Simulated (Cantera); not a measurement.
Feed: 1 mol CF4, 0.26 mol H2, equilibrated at 3.80 Pa.

Equilibrium computed with Cantera from the NASA thermochemical tables; the gas is ideal and each condensed phase is pure. Candidate condensed phases: C, C6H6, C7H8, C8H18; 95 gas species. Gases not in the tables: C2F6 and larger saturated fluorocarbons. Kinetics and transport are ignored.

Question: Which condensed phases are stable at each of these points (T (K)): 1600, 1800, 2000, 2200, 2400, 2600, 2800?

Answer: 
| T (K) | condensed phases | C condensed (%) |
|---|---|---|
| 1600 | C(graphite) | 12.1 |
| 1800 | C(graphite) | 7.4 |
| 2000 | C(graphite) | 43.8 |
| 2200 | C(graphite) | 84.0 |
| 2400 | C(graphite) | 85.8 |
| 2600 | gas only | 0.0 |
| 2800 | gas only | 0.0 |

From 1600 K to 2400 K the condensed part is C(graphite). From 2600 K to 2800 K nothing is condensed.
